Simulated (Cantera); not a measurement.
A freely propagating, adiabatic, planar premixed flame of H2 : O2 : N2 : H2O = 1 : 0.962 : 3.37 : 0.94 (molar parts), equivalence ratio 0.52, unburnt at 673 K and 750 Torr; mixture-averaged transport, grid criteria slope 0.08 and curve 0.16, no radiation.

Cantera simulation using the H2/O2 subset of GRI-Mech 3.0, which has no nitrogen chemistry; the numbers are that mechanism's predictions, not measurements. Burning velocities carry a grid error of a few per cent, more on coarse grids. Lean hydrogen flames are cellular in practice and burn faster than this planar one.

x: mole fraction of selected species; z is measured from the peak of heat release.

```
z (mm)  T (K)  u (m/s)      x H2    x O2  x H2O   x H2O2     x OH     x HO2
------  -----  -------  --------  ------  -----  -------  -------  --------
-1.23     673     2.79     0.159   0.153  0.150    <1e-8    <1e-8     <1e-8
-0.819    673     2.78     0.159   0.154  0.150    <1e-8    <1e-8   1.08e-7
-0.614    673     2.78     0.157   0.154  0.150  5.83e-8    <1e-8   9.30e-7
-0.410    676     2.77     0.151   0.155  0.152  1.15e-6  1.04e-8   1.81e-5
-0.205    750     3.00     0.124   0.156  0.164  3.09e-5  6.77e-5  0.000369
-0.102    [?]     3.75       [?]   0.146    [?]      [?]      [?]       [?]
0        1224     4.75    0.0507   0.123  0.245  1.33e-5  0.00215  0.000164
0.102    1421     5.48       [?]     [?]  0.286      [?]      [?]       [?]
0.205    1534     5.91    0.0123  0.0888  0.304  3.62e-6  0.00690   6.93e-5
0.410    1645     6.31   0.00637  0.0833  0.317  1.88e-6  0.00737   4.28e-5
0.819    1721     6.58   0.00310  0.0817  0.324  9.74e-7  0.00590   2.20e-5
1.64     1762     6.72   0.00117  0.0815  0.329  4.99e-7  0.00387   9.00e-6
3.28     1778     6.77  0.000384  0.0816  0.331  2.47e-7  0.00230   3.36e-6
```

**Question.** Complete the blanks.

**Answer.** 
- -0.102, T (K): 955
- -0.102, x H2: 0.0906
- -0.102, x H2O: 0.195
- -0.102, x H2O2: 3.53e-5
- -0.102, x OH: 0.000558
- -0.102, x HO2: 0.000298
- 0.102, x H2: 0.0233
- 0.102, x O2: 0.0995
- 0.102, x H2O2: 5.93e-6
- 0.102, x OH: 0.00502
- 0.102, x HO2: 9.88e-5
